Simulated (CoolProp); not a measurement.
CH3F (R41) at 345.42 K and 0.109 MPa is throttled through a valve to 0.0102 MPa with no heat exchange. Each further row changes one setting.

Model: reference Helmholtz-energy equation of state, Lemmon 2006, in CoolProp. It is a short technical equation, of lower accuracy than the large ones.

```csv
case,temperature change (K),final density (kg/m³)
as stated,-1.2,…
outlet pressure 0.00306 MPa,…,…
outlet pressure 0.0133 MPa,…,…
```

**Question.** Fill in the missing entries.

**Answer.** 
- as stated, final density (kg/m³): 0.121
- outlet pressure 0.00306 MPa, temperature change (K): -1.3
- outlet pressure 0.00306 MPa, final density (kg/m³): 0.0364
- outlet pressure 0.0133 MPa, temperature change (K): -1.1
- outlet pressure 0.0133 MPa, final density (kg/m³): 0.158
